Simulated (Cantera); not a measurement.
Input (Python, Cantera):

```python
import numpy as np
import cantera as ct

gas = ct.Solution("gri30.yaml")
gas.TPX = 1700, 4000, {'C3H8': 1, 'H2': 2}
inlet = ct.Reservoir(gas, clone=True)

reactor = ct.IdealGasConstPressureReactor(gas, energy="off", clone=False)
exhaust = ct.Reservoir(gas, clone=True)
tau = [0.96, 0.48, 0.25, 0.12, 0.063, 0.032, 0.016, 0.0082][0]
for a, b in ((inlet, reactor), (reactor, exhaust)):
    ct.MassFlowController(a, b, mdot=lambda t: reactor.mass / tau)
net = ct.ReactorNet([reactor])
show = ['C3H8', 'H2', 'H', 'CH2', 'C2H4']

rows = []
print(f"{'tau/s':>10s}{'T/K':>9s}" + "".join(f"{s:>11s}" for s in show))
for tau in [0.96, 0.48, 0.25, 0.12, 0.063, 0.032, 0.016, 0.0082]:
    net.initial_time = 0.0
    net.advance(30 * tau)
    before = gas.X
    net.advance(40 * tau)
    drift = np.max(np.abs(gas.X - before) / (gas.X + 1e-9))
    rows.append([gas.T, *gas[show].X, drift])
    print(f"{tau:10.3e}{gas.T:9.1f}" + "".join(f"{x:11.3e}" for x in gas[show].X))
```

Result:

```
     tau/s      T/K       C3H8         H2          H        CH2       C2H4
 9.600e-01   1700.0  1.614e-05  7.240e-01  8.696e-04  7.672e-07  7.627e-04
 4.800e-01   1700.0  3.099e-05  7.170e-01  9.422e-04  1.087e-06  1.109e-03
 2.500e-01   1700.0  5.719e-05  7.088e-01  1.018e-03  1.491e-06  1.685e-03
 1.200e-01   1700.0  1.139e-04  6.977e-01  1.113e-03  2.093e-06  2.843e-03
 6.300e-02   1700.0  2.086e-04  6.860e-01  1.204e-03  2.781e-06  4.617e-03
 3.200e-02   1700.0  3.941e-04  6.719e-01  1.310e-03  3.704e-06  7.760e-03
 1.600e-02   1700.0  7.554e-04  6.556e-01  1.429e-03  4.914e-06  1.316e-02
 8.200e-03   1700.0  1.414e-03  6.384e-01  1.556e-03  6.408e-06  2.161e-02
```

Model: GRI-Mech 3.0 (53 species, 325 reactions), integrated in Cantera. GRI-Mech 3.0 was tuned for natural gas; its chemistry of propane as a main component is partial and can be far from experiment. GRI-Mech 3.0 stops at C3 and has no aromatics, soot or wall deposition, so with more carbon than oxygen in the feed, carbon stays in small species such as C2H2 where larger ones or solid carbon would form. Radical loss at walls, strong at low pressure, is not modelled.
